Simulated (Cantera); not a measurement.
# Premixed flame

A freely propagating, adiabatic, planar premixed flame of CH4 : CO : O2 : N2 : CO2 = 1 : 0.1 : 2.2 : 8.29 : 1.3 (molar parts), equivalence ratio 0.93, unburnt at 350 K and 1.60 bar; mixture-averaged transport, grid criteria slope 0.08 and curve 0.16, no radiation.

Model: GRI-Mech 3.0 (53 species, 325 reactions), integrated in Cantera. Burning velocities carry a grid error of a few per cent, more on coarse grids.

```csv
z (mm),T (K),u (m/s),x CH4,x CO,x O2,x C2H4,x HO2,x CH2O
-1.58,350,0.185,0.0775,0.00776,0.171,1.86e-8,1.99e-8,7.32e-8
-1.05,353,0.186,0.0772,0.00780,0.170,2.79e-7,2.13e-7,1.14e-6
-0.790,367,0.194,0.0762,0.00802,0.169,2.30e-6,1.32e-6,9.69e-6
-0.527,454,0.240,0.0706,0.00959,0.162,2.20e-5,1.13e-5,9.41e-5
-0.263,860,0.460,0.0467,0.0184,0.126,0.000183,8.44e-5,0.000677
-0.132,1235,0.663,0.0245,0.0278,0.0884,0.000348,0.000112,0.000840
0,1600,0.859,0.00401,0.0349,0.0471,0.000148,7.04e-5,0.000331
0.132,1738,0.929,7.73e-5,0.0268,0.0288,1.15e-6,1.44e-5,1.27e-5
0.263,1794,0.955,9.95e-7,0.0201,0.0241,<1e-8,9.30e-6,1.91e-7
0.527,1858,0.985,<1e-8,0.0145,0.0205,<1e-8,5.69e-6,<1e-8
1.05,1916,1.01,<1e-8,0.00983,0.0175,<1e-8,2.98e-6,<1e-8
2.11,1957,1.03,<1e-8,0.00597,0.0152,<1e-8,1.49e-6,<1e-8
4.21,1982,1.04,<1e-8,0.00338,0.0137,<1e-8,8.00e-7,<1e-8
```
x: mole fraction of selected species; z is measured from the peak of heat release.

The laminar burning velocity is 18.4 cm/s and the thermal thickness is 0.527 mm. The peak x(C2H4) is 0.000363 and the peak x(HO2) comes out as 0.000115. The peak x(CH2O) is 0.000869 and the grid points is 129.
